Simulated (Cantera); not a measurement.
**Ignition delay**

Mixture: 17.0 % CH₃OH, 12.8 % O₂, 70.2 % N₂, equivalence ratio 2.0, at 4730 Torr, adiabatic and at constant pressure. Ignition delay is the time to a rise of 400 K.

Computed with Cantera and GRI-Mech 3.0 (53 species, 325 reactions). GRI-Mech 3.0 was tuned for natural gas; its chemistry of methanol as a main component is partial and can be far from experiment.

| T0 (K) | delay (ms) |
|---|---|
| 1425 | 0.0872 |
| 1500 | 0.0402 |
| 1575 | 0.0206 |
| 1650 | 0.0115 |
| 1725 | 0.00694 |

| Property | Value |
|---|---|
| apparent activation energy between 1575 and 1725 K | 160 kJ/mol |
